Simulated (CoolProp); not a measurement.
Values from CoolProp's reference Helmholtz-energy equation of state, McLinden 2015.

Give the vapour pressure (bar), vapour density (kg/m³), liquid cp (kJ/(kg K)) of saturated the fluoroketone C6F12O (FK-5-1-12) at 329.2, 352.2, 398.3 K.


| T (K) | p (bar) | vapour density (kg/m³) | liquid cp (kJ/(kg K)) |
|---|---|---|---|
| 329.2 | 1.28 | 16.0 | 1.13 |
| 352.2 | 2.58 | 31.8 | 1.16 |
| 398.3 | 7.96 | 106 | 1.28 |
